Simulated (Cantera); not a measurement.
Cantera run:

```python
import numpy as np
import cantera as ct

gas_names = """
    P4 H PH3
""".split()
cond_names = """

""".split()


# ... load() reads the species with a 1 bar reference pressure and builds the phases ...
species = {s.name: s for s in load("nasa_gas.yaml", gas_names) + load("nasa_condensed.yaml", cond_names)}
# Each term lists the table entries of one substance; the one whose range holds T is used.
reactions = {
    'P4(g) + 12 H(g) = 4 PH3(g)':
        [(-1, ['P4']), (-12, ['H']), (4, ['PH3'])],
}


def pick(names, T):
    return next(species[n] for n in names if species[n].thermo.min_temp <= T <= species[n].thermo.max_temp)


results = []
for label, terms in reactions.items():
    print(label)
    print("     T/K   dH/kJ  dS/(J/K)   dG/kJ   log10 K")
    for T in [950, 975, 1000, 1025, 1050, 1075, 1100, 1125]:
        used = [(nu, pick(names, T)) for nu, names in terms]
        dH = sum(nu * s.thermo.h(T) for nu, s in used) / 1e6
        dS = sum(nu * s.thermo.s(T) for nu, s in used) / 1e3
        dG = dH - T * dS / 1e3
        logK = -dG * 1e6 / (ct.gas_constant * T * np.log(10))
        results.append((label, T, dH, dS, dG, logK, [s.name for _, s in used]))
        print(f"{T:8g} {dH:8.1f} {dS:8.1f} {dG:8.1f} {logK:8.2f}")
```

Output:

```
P4(g) + 12 H(g) = 4 PH3(g)
     T/K   dH/kJ  dS/(J/K)   dG/kJ   log10 K
     950  -2732.6   -967.1  -1813.9    99.73
     975  -2734.6   -969.1  -1789.7    95.88
    1000  -2736.4   -971.0  -1765.5    92.22
    1025  -2738.2   -972.8  -1741.2    88.73
    1050  -2740.0   -974.5  -1716.8    85.41
    1075  -2741.7   -976.1  -1692.5    82.24
    1100  -2743.4   -977.6  -1668.0    79.21
    1125  -2745.0   -979.0  -1643.6    76.31
```

Source: NASA polynomial tables (part measured, part estimated), evaluated in Cantera. Condensed species are held in their standard states even where they would react or evaporate.
